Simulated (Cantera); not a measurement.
Hydrocarbon pyrolysis for carbon deposition

An isothermal, constant-pressure homogeneous reactor starts with CH₄ : N₂ = 1 : 77 (molar parts), at 1525 K and 0.132 atm.

Model: GRI-Mech 3.0 (53 species, 325 reactions), integrated in Cantera. GRI-Mech 3.0 stops at C3 and has no aromatics, soot or wall deposition, so with more carbon than oxygen in the feed, carbon stays in small species such as C2H2 where larger ones or solid carbon would form.

| t (s) | x CH₄ | x C₂H₆ | x H₂ | x CH₃ | x H |
|---|---|---|---|---|---|
| 6.00e-5 | 0.0128 | <1e-12 | 3.01e-8 | 8.12e-8 | 2.11e-8 |
| 0.000143 | 0.0128 | 1.43e-12 | 9.85e-8 | 2.21e-7 | 2.37e-8 |
| 0.000343 | 0.0128 | 2.27e-11 | 2.68e-7 | 5.60e-7 | 2.39e-8 |
| 0.000820 | 0.0128 | 3.20e-10 | 6.75e-7 | 1.37e-6 | 2.39e-8 |
| 0.00196 | 0.0128 | 4.15e-9 | 1.65e-6 | 3.31e-6 | 2.41e-8 |
| 0.00469 | 0.0128 | 4.69e-8 | 4.05e-6 | 7.86e-6 | 2.55e-8 |
| 0.0112 | 0.0128 | 4.23e-7 | 1.07e-5 | 1.82e-5 | 3.30e-8 |
| 0.0268 | 0.0128 | 2.72e-6 | 3.69e-5 | 3.97e-5 | 7.02e-8 |
| 0.0640 | 0.0126 | 1.18e-5 | 0.000206 | 7.79e-5 | 2.50e-7 |
| 0.153 | 0.0116 | 2.48e-5 | 0.00130 | 0.000111 | 1.02e-6 |
| 0.366 | 0.00944 | 1.42e-5 | 0.00455 | 8.53e-5 | 2.33e-6 |
| 0.875 | 0.00688 | 6.04e-6 | 0.00861 | 5.67e-5 | 3.68e-6 |
| 2.09 | 0.00424 | 2.17e-6 | 0.0126 | 3.47e-5 | 5.20e-6 |
| 5.00 | 0.00212 | 5.68e-7 | 0.0158 | 1.81e-5 | 6.73e-6 |
x: mole fraction; the columns are a selection and need not sum to one.

Equilibrium at this temperature and pressure: CH₄ 5.26e-6, C₂H₆ 5.46e-12, H₂ 0.0190, CH₃ 5.05e-8, H 8.99e-6 (gas phase only).
